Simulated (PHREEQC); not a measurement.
Consider water at 25 °C with 0.0011 mol/kgw CaSO4 and 0.0031 mol/kgw NaF. Closed to the air; pH follows from the charge balance.

All values are PHREEQC results (ion-association model, phreeqc.dat), not measurements.

Precipitation was switched off in this run.

Q: Order these S species by the share of S that they hold, largest first: CaSO4, SO4-2, NaSO4-.

A: SO4-2 (91 %), CaSO4 (8.1 %), NaSO4- (0.99 %)

The pH is 7.34 and the ionic strength 0.00711 mol/kgw. Saturation is exceeded, for instance for Fluorite; the values hold only as long as no solid forms.
